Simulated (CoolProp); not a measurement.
Vapour-liquid equilibrium of R143a (1) + R152A (2) at 7.75 °C; x and y are mole fractions of (1).

Computed with CoolProp (multi-fluid Helmholtz-energy mixture model, Lemmon and Jacobsen 2000 and Outcalt 1996; pair parameters Bell 2016).

```
x      bubble pressure, mixture model (kPa)  bubble pressure, Raoult's law (kPa)  y, mixture model  y, Raoult's law
-----  ------------------------------------  -----------------------------------  ----------------  ---------------
0.05                                  374.2                                367.6             0.114            0.107
0.125                                 414.3                                400.4             0.252            0.245
0.2                                   452.0                                433.2             0.362            0.362
0.275                                 487.6                                466.1             0.454            0.462
0.35                                  521.5                                498.9             0.533            0.550
0.425                                 554.1                                531.7             0.602            0.626
0.5                                   585.6                                564.5             0.665            0.694
0.575                                 616.3                                597.3             0.722            0.754
0.65                                  646.4                                630.1             0.776            0.808
0.725                                 676.0                                662.9             0.827            0.857
0.8                                   705.4                                695.7             0.876            0.901
0.875                                 734.6                                728.6             0.923            0.941
0.95                                  763.8                                761.4             0.969            0.977
```

The largest gap from Raoult's law is +4.6 % in bubble pressure, at x = 0.275. No azeotrope shows between x = 0.05 and 0.95.

Pair parameters are fitted to limited data, so mixtures are less certain than the pure fluids.
